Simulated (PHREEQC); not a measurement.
**Acid mine or pickling water**

Model water analysis in mg/L, 25 °C, pH 3.74, pe 8.2:

| constituent | mg/L |
|---|---|
| Na | 95.9 |
| K | 1.04 |
| Ca | 216 |
| Mg | 30 |
| Cl | 155 |
| S(6) as SO4 | 633 |
| Cu(2) | 14.8 |
| Zn | 1.18 |
| Li | 0.401 |

Na is adjusted to close the charge balance.
Valence states are taken as typed.

Model: ion-association model, wateq4f.dat, run in PHREEQC.

This is a speciation only: nothing precipitates in the calculation.

**Question.** Estimate the ionic strength.

**Answer.** ionic strength 0.0243 mol/kgw.

**Question.** In which forms is S present?

**Answer.** SO4-2 74 %, CaSO4 19 %, MgSO4 5.0 %, HSO4- 0.8 %, CuSO4 0.8 %, NaSO4- 0.7 % of the S.
